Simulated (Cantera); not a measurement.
An isothermal, constant-pressure homogeneous reactor starts with CH₄ : CO₂ : H₂ = 1 : 2 : 1.5 (molar parts), at 1425 K and 10.0 bar. Integrator tolerance rtol = 1e-08.

Cantera simulation using GRI-Mech 3.0 (53 species, 325 reactions); the numbers are that mechanism's predictions, not measurements.

**Question.** What does this change do: CO2 2 to 4.8 parts?

**Answer.** 
```tsv
quantity	before	after
x(CH₄) at 30.0 s	0.123 (gas-phase equilibrium 0.000341)	0.0391 (gas-phase equilibrium 1.26e-5)
x(CO₂) at 30.0 s	0.131 (gas-phase equilibrium 0.0460)	0.282 (gas-phase equilibrium 0.208)
x(H₂) at 30.0 s	0.217 (gas-phase equilibrium 0.430)	0.115 (gas-phase equilibrium 0.176)
x(C₂H₄) at 30.0 s	0.00503 (gas-phase equilibrium 9.90e-9)	0.00173 (gas-phase equilibrium 8.10e-11)
x(CH₃) at 30.0 s	1.15e-5 (gas-phase equilibrium 2.26e-8)	4.97e-6 (gas-phase equilibrium 1.31e-9)
x(H) at 30.0 s	1.01e-6 (gas-phase equilibrium 1.42e-6)	7.30e-7 (gas-phase equilibrium 9.11e-7)
```

**Question.** What does this change do: temperature 1425 to 1200 K?

**Answer.** 
```tsv
quantity	before	after
x(CH₄) at 30.0 s	0.123 (gas-phase equilibrium 0.000341)	0.221 (gas-phase equilibrium 0.0120)
x(CO₂) at 30.0 s	0.131 (gas-phase equilibrium 0.0460)	0.339 (gas-phase equilibrium 0.0681)
x(H₂) at 30.0 s	0.217 (gas-phase equilibrium 0.430)	0.229 (gas-phase equilibrium 0.426)
x(C₂H₄) at 30.0 s	0.00503 (gas-phase equilibrium 9.90e-9)	0.000418 (gas-phase equilibrium 4.00e-7)
x(CH₃) at 30.0 s	1.15e-5 (gas-phase equilibrium 2.26e-8)	5.33e-7 (gas-phase equilibrium 2.19e-8)
x(H) at 30.0 s	1.01e-6 (gas-phase equilibrium 1.42e-6)	2.89e-8 (gas-phase equilibrium 4.10e-8)
```

**Question.** What does this change do: temperature 1425 to 1225 K?

**Answer.** 
```csv
quantity,before,after
x(CH₄) at 30.0 s,0.123 (gas-phase equilibrium 0.000341),0.219 (gas-phase equilibrium 0.00791)
x(CO₂) at 30.0 s,0.131 (gas-phase equilibrium 0.0460),0.285 (gas-phase equilibrium 0.0634)
x(H₂) at 30.0 s,0.217 (gas-phase equilibrium 0.430),0.177 (gas-phase equilibrium 0.430)
x(C₂H₄) at 30.0 s,0.00503 (gas-phase equilibrium 9.90e-9),0.00105 (gas-phase equilibrium 2.68e-7)
x(CH₃) at 30.0 s,1.15e-5 (gas-phase equilibrium 2.26e-8),9.47e-7 (gas-phase equilibrium 2.30e-8)
x(H) at 30.0 s,1.01e-6 (gas-phase equilibrium 1.42e-6),3.96e-8 (gas-phase equilibrium 6.51e-8)
```
